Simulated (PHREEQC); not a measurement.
# Reverse-osmosis permeate

Synthetic water in mg/kgw, 70 °C, pH 6.82, pe 10.1:

```json
[
 {"constituent": "Na", "mg/kgw": "2.91"},
 {"constituent": "K", "mg/kgw": "1.44"},
 {"constituent": "Ca", "mg/kgw": "9.79"},
 {"constituent": "Mg", "mg/kgw": "3.52"},
 {"constituent": "Cl", "mg/kgw": "16.7"},
 {"constituent": "S(6) as SO4", "mg/kgw": "2.37"},
 {"constituent": "Alkalinity as HCO3", "mg/kgw": "24.9"},
 {"constituent": "B", "mg/kgw": "0.0153"},
 {"constituent": "Ba", "mg/kgw": "0.847"},
 {"constituent": "Cu(2)", "mg/kgw": "1.35"},
 {"constituent": "Cd", "mg/kgw": "0.0474"}
]
```

Cl is adjusted to close the charge balance.
Valence states are taken as typed.

Equilibrium calculation in PHREEQC: ion-association model, wateq4f.dat.

The ionic strength is 0.00139 mol/kgw.

```tsv
species	molality	activity	log γ
Cl-	0.000540	0.000516	-0.020
HCO3-	0.000379	0.000363	-0.019
Ca+2	0.000242	0.000202	-0.078
Mg+2	0.000142	0.000119	-0.077
Na+	0.000127	0.000121	-0.020
CO2	0.000112	0.000112	0.000
K+	3.68e-5	3.52e-5	-0.020
SO4-2	2.21e-5	1.85e-5	-0.078
```

No solid was allowed to form. Examples of supersaturated solids here: Malachite, Cu(OH)2. Others may be too. Away from 25 °C the constants follow the database's enthalpies or fits; those with neither stay at their 25 °C values. The database's constant for dissolved Cu(OH)2 is higher than later reviews accept.
